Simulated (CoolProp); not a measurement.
Vapour-liquid equilibrium of propylene (1) + R115 (2) at 194.5 K; x and y are mole fractions of (1).

Model: multi-fluid Helmholtz-energy mixture model, Lemmon 2013 and Lemmon 2016; pair parameters Bell 2016, in CoolProp.

| x | bubble pressure, mixture model (MPa) | bubble pressure, Raoult's law (MPa) | y, mixture model | y, Raoult's law |
|---|---|---|---|---|
| 0.05 | 0.01336 | 0.01173 | 0.191 | 0.081 |
| 0.2 | 0.01789 | 0.01289 | 0.475 | 0.296 |
| 0.35 | 0.02035 | 0.01404 | 0.593 | 0.475 |
| 0.5 | 0.02147 | 0.01520 | 0.653 | 0.627 |
| 0.65 | 0.02189 | 0.01635 | 0.696 | 0.757 |
| 0.8 | 0.02183 | 0.01751 | 0.752 | 0.870 |
| 0.95 | 0.02038 | 0.01866 | 0.893 | 0.970 |

The largest gap from Raoult's law is +44.9 % in bubble pressure, at x = 0.35. y crosses x between x = 0.65 and 0.8: the model has an azeotrope there.

The pair parameters rest on a limited set of measurements; away from them the model extrapolates.
